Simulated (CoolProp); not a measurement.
Values from CoolProp's reference Helmholtz-energy equation of state, Thol 2022.

Q: Give the vapour pressure (kPa), liquid density (kg/m³), vapour density (kg/m³), enthalpy of vaporisation (kJ/kg) of saturated vinyl chloride at 298 K.

A: 
| T (K) | p (kPa) | liquid density (kg/m³) | vapour density (kg/m³) | enthalpy of vaporisation (kJ/kg) |
|---|---|---|---|---|
| 298 | 393 | 900 | 10.7 | 322 |
